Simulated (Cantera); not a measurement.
A closed system holds: 1 mol Zr, 0.14 mol NH₃, 4.7 mol H₂O, held at 1302 °C and 0.0160 bar.

Cantera equilibrium calculation (NASA polynomials, part measured and part estimated; ideal gas, pure solids and liquids). Candidate condensed phases: H₂O, Zr, ZrN, ZrO₂; 28 gas species. Kinetics and transport are ignored.

Base state: H₂O 0.542, H₂ 0.444, N₂ 0.0141, H 0.000219 (mole fractions); condensed: ZrO₂(tetragonal).

Task: What changes in the equilibrium state with this change: Zr replaced by Cr?

Result: 
```json
[
 {"species": "H₂O", "before": "0.542", "after": "0.642"},
 {"species": "H₂", "before": "0.444", "after": "0.343"},
 {"species": "N₂", "before": "0.0141", "after": "0.0141"},
 {"species": "H", "before": "0.000219", "after": "0.000192"},
 {"species": "OH", "before": "9.71e-6", "after": "1.31e-5"},
 {"species": "ZrO₂(tetragonal), mol", "before": "1.00", "after": "0"},
 {"species": "Cr₂O₃(s), mol", "before": "0", "after": "0.500"}
]
```
Further candidate phases: Cr, CrN, Cr₂N, Cr₂O₃.

Task: What changes in the equilibrium state with this change: NH₃ from 0.14 to 7.7 mol?

Result: 
```
species                  before     after
---------------------  --------  --------
H₂                        0.444     0.674
N₂                       0.0141     0.192
H₂O                       0.542     0.134
H                      0.000219  0.000270
ZrO₂(tetragonal), mol      1.00      1.00
```

Task: What changes in the equilibrium state with this change: temperature from 1302 °C to 2277 °C?

Result: 
```json
[
 {"species": "H₂O", "before": "0.542", "after": "0.425"},
 {"species": "H₂", "before": "0.444", "after": "0.361"},
 {"species": "H", "before": "0.000219", "after": "0.148"},
 {"species": "O", "before": "4.02e-9", "after": "0.0102"},
 {"species": "OH", "before": "9.71e-6", "after": "0.0382"},
 {"species": "N₂", "before": "0.0141", "after": "0.0123"},
 {"species": "ZrO₂", "before": "<1e-9", "after": "4.53e-5"},
 {"species": "O₂", "before": "2.26e-9", "after": "0.00491"},
 {"species": "NO", "before": "2.40e-8", "after": "0.000479"},
 {"species": "ZrO₂(tetragonal), mol", "before": "1.00", "after": "1.000"}
]
```
